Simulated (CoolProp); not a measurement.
A Linde-Hampson liquefier for ethylene: isothermal reversible compression at 320 K from 1 atm to 20 MPa, throttling to 1 atm, return gas leaving the recuperator 5 K below the feed. Each further row changes one setting.

Model: reference Helmholtz-energy equation of state, Smukala 2000, in CoolProp.

```json
[
 {"case": "as stated", "liquid yield per pass": "0.410", "compression work (kJ/kg of gas)": "418"},
 {"case": "high pressure 40 MPa", "liquid yield per pass": "0.421", "compression work (kJ/kg of gas)": "468"},
 {"case": "warm-end temperature 350 K", "liquid yield per pass": "0.323", "compression work (kJ/kg of gas)": "483"},
 {"case": "warm-end gap 10 K", "liquid yield per pass": "0.403", "compression work (kJ/kg of gas)": "418"}
]
```
